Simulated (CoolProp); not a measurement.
Values from CoolProp's reference Helmholtz-energy equation of state, Thol 2014.

### Question
For chloromethane (R40), give the phase and the density (kg/m³), cv (kJ/(kg K)), Joule-Thomson coefficient (K/MPa), isothermal compressibility (1/MPa) at 427.8 K and 94.5 bar; 427.8 K and 126 bar.

### Answer
- 427.8 K and 94.5 bar: supercritical; density 526, cv 1.07, Joule-Thomson coefficient 3.15, isothermal compressibility 0.0873
- 427.8 K and 126 bar: supercritical; density 607, cv 1.01, Joule-Thomson coefficient 1.45, isothermal compressibility 0.0265
